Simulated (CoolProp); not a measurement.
Vapour pressure (MPa) of isobutane: the reference equation beside estimates from Tc = 407.8 K, pc = 3.629 MPa, ω = 0.184. Clausius-Clapeyron is anchored at 249.1 K with a constant enthalpy of vaporisation of 21.84 kJ/mol.

The numbers come from the reference Helmholtz-energy equation of state, Bücker 2006 in CoolProp.

```csv
T (K),reference,Lee-Kesler,Clausius-Clapeyron,van der Waals,Redlich-Kwong,Soave-Redlich-Kwong,Peng-Robinson
204.9,0.005392,0.005216,0.006264,0.1042,0.008765,0.005309,0.005692
219.6,0.01370,0.01332,0.01478,0.1639,0.02165,0.01350,0.01416
234.3,0.03042,0.02978,0.03129,0.2443,0.04642,0.03004,0.03098
249.1,0.06092,0.06008,0.06092,0.3493,0.08944,0.06034,0.06141
263.8,0.1112,0.1104,0.1096,0.4802,0.1570,0.1105,0.1114
278.5,0.1890,0.1886,0.1854,0.6405,0.2567,0.1885,0.1886
293.3,0.3036,0.3041,0.2984,0.8340,0.3971,0.3041,0.3024
308,0.4629,0.4644,0.4576,1.060,0.5840,0.4653,0.4610
322.7,0.6774,0.6798,0.6749,1.322,0.8253,0.6830,0.6754
337.4,0.9576,0.9602,0.9621,1.622,1.128,0.9681,0.9564
352.2,1.318,1.320,1.334,1.964,1.502,1.335,1.319
366.9,1.765,1.766,1.799,2.344,1.948,1.789,1.771
381.6,2.318,2.317,2.371,2.767,2.474,2.345,2.328
396.4,2.998,2.999,3.065,3.236,3.091,3.021,3.010
```

Absolute difference from the reference over all 14 rows, mean and median: Lee-Kesler 0.8 and 0.3 %, Clausius-Clapeyron 3.0 and 1.8 %, van der Waals 375.2 and 151.8 %, Redlich-Kwong 30.6 and 28.5 %, Soave-Redlich-Kwong 0.9 and 1.0 %, Peng-Robinson 1.0 and 0.4 %.
